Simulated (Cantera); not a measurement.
A closed system holds: 1 mol SiF4, 4.2 mol H2O, 58 mol H2, equilibrated at 1700 °C and 0.100 bar.

Equilibrium computed with Cantera from the NASA thermochemical tables; the gas is ideal and each condensed phase is pure. Candidate condensed phases: H2O, Si, SiO2; 38 gas species. The tables hold silica as quartz up to 1696 K and as liquid above; real silica turns to tridymite and cristobalite and melts near 1996 K. Rates play no part.

Base state: H2 0.881, HF 0.0615, H2O 0.0434, SiO 0.00953, H 0.00401, OH 1.87e-5 (mole fractions); condensed: SiO2(condensed).

Task: What changes in the equilibrium state with this change: pressure from 0.100 bar to 1.70 mbar?

Result: 
```
species                before     after
--------------------  -------  --------
H2                      0.881     0.846
HF                     0.0615    0.0604
H2O                    0.0434    0.0482
H                     0.00401    0.0301
SiO                   0.00953    0.0151
OH                    1.87e-5  0.000163
SiO2(condensed), mol    0.380         0
```

Task: What changes in the equilibrium state with this change: temperature from 1700 °C to 1777 °C?

Result: 
```json
[
 {"species": "H2", "before": "0.881", "after": "0.868"},
 {"species": "HF", "before": "0.0615", "after": "0.0611"},
 {"species": "H2O", "before": "0.0434", "after": "0.0489"},
 {"species": "SiO", "before": "0.00953", "after": "0.0153"},
 {"species": "OH", "before": "1.87e-5", "after": "4.11e-5"},
 {"species": "H", "before": "0.00401", "after": "0.00668"},
 {"species": "SiO2(condensed), mol", "before": "0.380", "after": "0"}
]
```

Task: What changes in the equilibrium state with this change: pressure from 0.100 bar to 10.0 mbar?

Result: 
```json
[
 {"species": "H2", "before": "0.881", "after": "0.862"},
 {"species": "HF", "before": "0.0615", "after": "0.0610"},
 {"species": "H2O", "before": "0.0434", "after": "0.0487"},
 {"species": "H", "before": "0.00401", "after": "0.0125"},
 {"species": "SiO", "before": "0.00953", "after": "0.0152"},
 {"species": "OH", "before": "1.87e-5", "after": "6.72e-5"},
 {"species": "SiO2(condensed), mol", "before": "0.380", "after": "0"}
]
```
